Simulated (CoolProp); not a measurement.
Model: reference Helmholtz-energy equation of state, Lemmon 2005, in CoolProp.

Task: For R125, give the phase and the density (kg/m³), Prandtl number at 193.8 K and 3.08 MPa; 193.8 K and 18.1 MPa.

Result: 
- 193.8 K and 3.08 MPa: liquid; density 1630, Prandtl number 7.26
- 193.8 K and 18.1 MPa: liquid; density 1660, Prandtl number 8.08

Viscosity comes from a separate model (Huber 2006). Thermal conductivity comes from a separate model (Perkins 2006).
